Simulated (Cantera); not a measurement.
A closed system holds: 1 mol FeS, 0.088 mol SO2, 9.7 mol H2O, held at 12000 Torr.

Equilibrium computed with Cantera from the NASA thermochemical tables; the gas is ideal and each condensed phase is pure. Candidate condensed phases: Fe, FeO, Fe(OH)2, Fe(OH)3, FeS, FeSO4, FeS2, Fe2O3, Fe2(SO4)3, Fe3O4, H2O, H2SO4, S; 22 gas species. Mutual solubility and eutectic melting of coexisting phases are not modelled. FeS: taken at fixed stoichiometry. Gases not in the tables: S3 to S7. Equilibrium is a limit: real reactors are often held back by kinetics, nucleation or transport.

Task: At 1248 K, list the 6 most abundant gas species with their mole fractions, and the condensed phases.

Result: H2O 0.953, H2S 0.0238, H2 0.0127, SO2 0.00963, S2 0.000886, S2O 5.36e-5. Condensed: FeS(s) + Fe3O4(s).
